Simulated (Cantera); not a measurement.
Charge: 1 mol SiC, 1.1 mol H2O, 240 mol H2, held at 0.00710 bar.

Method: chemical equilibrium by Gibbs-energy minimisation in Cantera with the NASA 1993 tables (ideal gas, pure condensed phases). Candidate condensed phases: C, C6H6, C7H8, C8H18, H2O, Si, SiC, SiO2; 123 gas species. Gases not in the tables: Si2H6 and higher silanes. Kinetics and transport are ignored.

Problem. Which condensed phases are stable at each of these points (T (°C)): 1600, 1650, 1700, 1750, 1800, 1850, 1900, 1950?

Solution. 
| T (°C) | condensed phases | Si condensed (%) |
|---|---|---|
| 1600 | SiC(s) | 38.6 |
| 1650 | SiC(s) | 32.3 |
| 1700 | SiC(s) | 22.3 |
| 1750 | SiC(s) | 8.9 |
| 1800 | gas only | 0.0 |
| 1850 | gas only | 0.0 |
| 1900 | gas only | 0.0 |
| 1950 | gas only | 0.0 |

From 1600 °C to 1750 °C the condensed part is SiC(s). From 1800 °C to 1950 °C nothing is condensed.
